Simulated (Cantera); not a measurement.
Input (Python, Cantera):

```python
import numpy as np
import cantera as ct

gas = ct.Solution("h2o2.yaml")
gas.TPX = 698, 13332, {'H2': 1, 'O2': 0.238, 'N2': 0.895, 'H2O': 0.35}
flame = ct.FreeFlame(gas, width=0.16)
flame.set_refine_criteria(ratio=3, slope=0.08, curve=0.16)
flame.transport_model = "mixture-averaged"
flame.solve(loglevel=0, auto=True)
flame.transport_model = "multicomponent"
flame.soret_enabled = False
flame.solve(loglevel=0, refine_grid=True)
z, T = flame.grid, flame.T
thick = (T[-1] - T[0]) / np.gradient(T, z).max()
show = ['H2', 'O2', 'H2O', 'H', 'O', 'HO2']
print(f"laminar burning velocity  {flame.velocity[0] * 100:.3f} cm/s")
print(f"burnt temperature         {T[-1]:.1f} K")
print(f"thermal thickness         {thick * 1e3:.4f} mm")
print(f"grid points               {len(z)}")
z0 = z[flame.heat_release_rate.argmax()]
print(f"{'z/mm':>9s}{'T/K':>9s}{'u/(m/s)':>9s}" + "".join(f"{s:>11s}" for s in show))
rows = []
for k in (-3, -2, -1.5, -1, -0.5, -0.25, 0, 0.25, 0.5, 1, 2, 4, 8):
    zz = z0 + k * thick
    rows.append([k * thick, np.interp(zz, z, T), np.interp(zz, z, flame.velocity),
                 *(np.interp(zz, z, flame.X[gas.species_index(s)]) for s in show)])
    print(f"{rows[-1][0] * 1e3:9.3f}{rows[-1][1]:9.1f}{rows[-1][2]:9.3f}" + "".join(f"{x:11.3e}" for x in rows[-1][3:]))
```

It prints:

```
laminar burning velocity  802.431 cm/s
burnt temperature         2064.5 K
thermal thickness         6.4292 mm
grid points               129
     z/mm      T/K  u/(m/s)         H2         O2        H2O          H          O        HO2
  -19.288    698.0    8.024  4.027e-01  9.585e-02  1.410e-01  1.197e-13  2.252e-15  2.522e-11
  -12.858    698.0    8.024  4.027e-01  9.585e-02  1.410e-01  5.156e-11  9.168e-13  2.943e-10
   -9.644    698.0    8.024  4.027e-01  9.585e-02  1.410e-01  3.138e-09  5.102e-11  8.803e-09
   -6.429    698.0    8.024  4.027e-01  9.585e-02  1.410e-01  7.361e-07  1.066e-08  9.882e-07
   -3.215    706.8    8.120  4.014e-01  9.556e-02  1.417e-01  5.198e-04  1.091e-05  4.994e-05
   -1.607    807.6    9.224  3.836e-01  9.112e-02  1.529e-01  9.187e-03  2.504e-04  3.690e-05
    0.000   1109.6   12.402  2.730e-01  5.280e-02  2.353e-01  6.413e-02  3.086e-03  1.364e-05
    1.607   1318.6   14.558  1.831e-01  7.957e-03  3.254e-01  1.025e-01  2.721e-03  1.815e-06
    3.215   1401.6   15.388  1.771e-01  2.196e-03  3.385e-01  9.899e-02  2.015e-03  4.646e-07
    6.429   1493.1   16.282  1.842e-01  1.570e-03  3.416e-01  8.643e-02  1.818e-03  3.031e-07
   12.858   1598.2   17.286  1.931e-01  1.236e-03  3.450e-01  7.117e-02  1.514e-03  2.199e-07
   25.717   1706.8   18.299  2.020e-01  8.579e-04  3.491e-01  5.543e-02  1.103e-03  1.467e-07
   51.434   1810.0   19.239  2.102e-01  5.109e-04  3.538e-01  4.049e-02  6.843e-04  8.946e-08
```

Model: the H2/O2 subset of GRI-Mech 3.0, which has no nitrogen chemistry, integrated in Cantera. Burning velocities carry a grid error of a few per cent, more on coarse grids.
